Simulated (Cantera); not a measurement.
Charge: 1 mol Cu, 4 mol F₂, 2.1 mol H₂, at 45.0 Torr.

These are equilibrium values from Cantera (NASA tables, ideal gas, pure condensed phases), not measurements of a reactor. Candidate condensed phases: Cu, CuF₂; 15 gas species. The numbers say what is thermodynamically allowed, not how fast it happens.

At 800 °C, list the 4 most abundant gas species with their mole fractions, and the condensed phases.

HF 0.742, F 0.195, F₂ 0.0615, CuF₂ 0.00157. Condensed: CuF₂(s).
